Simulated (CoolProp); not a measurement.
A simple Rankine cycle with water: condensing at 295.15 K, boiler at 0.508 MPa, turbine inlet 440.5 K, turbine efficiency 0.7, pump efficiency 0.7, no recuperator. Each further row changes one setting.

Model: reference Helmholtz-energy equation of state, Wagner 2002, in CoolProp.

```json
[
 {"case": "as stated", "thermal efficiency (%)": "19.5", "net work (kJ/kg)": "(withheld)", "heat in (kJ/kg)": "2690", "turbine exit temperature (K)": "295.1", "volume ratio over the turbine": "118"},
 {"case": "turbine inlet 460.5 K", "thermal efficiency (%)": "19.6", "net work (kJ/kg)": "536", "heat in (kJ/kg)": "2740", "turbine exit temperature (K)": "295.1", "volume ratio over the turbine": "(withheld)"},
 {"case": "condensing temperature 287.15 K", "thermal efficiency (%)": "20.7", "net work (kJ/kg)": "(withheld)", "heat in (kJ/kg)": "2720", "turbine exit temperature (K)": "287.1", "volume ratio over the turbine": "188"},
 {"case": "boiler pressure 0.356 MPa", "thermal efficiency (%)": "18.3", "net work (kJ/kg)": "496", "heat in (kJ/kg)": "2700", "turbine exit temperature (K)": "295.1", "volume ratio over the turbine": "(withheld)"},
 {"case": "turbine efficiency 0.6", "thermal efficiency (%)": "(withheld)", "net work (kJ/kg)": "450", "heat in (kJ/kg)": "2690", "turbine exit temperature (K)": "295.1", "volume ratio over the turbine": "122"}
]
```

### Question
What belongs in the gaps?

### Answer

- as stated, net work (kJ/kg): 526
- turbine inlet 460.5 K, volume ratio over the turbine: 114
- condensing temperature 287.15 K, net work (kJ/kg): 563
- boiler pressure 0.356 MPa, volume ratio over the turbine: 83.3
- turbine efficiency 0.6, thermal efficiency (%): 16.7

The expansion ends wet for: as stated; turbine inlet 460.5 K; condensing temperature 287.15 K; boiler pressure 0.356 MPa; turbine efficiency 0.6.
